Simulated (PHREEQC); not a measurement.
Make-up at 20 °C: 2.7 mmol/kgw NaAlO2, 28 mmol/kgw CO2 and 0.94 mmol/kgw CsBr. Closed to the air; pH follows from the charge balance.

Equilibrium calculation in PHREEQC: ion-association model, wateq4f.dat.

This is a speciation only: nothing precipitates in the calculation.

Q: Estimate the pH.

A: pH 5.79.

Q: In which forms is C present?

A: CO2 78 %, HCO3- 22 % of the C.

The solution is supersaturated, for example in Al(OH)3(a), Boehmite (slow to form), so a real one may precipitate; this is no full list. Species that the database lacks are ignored.
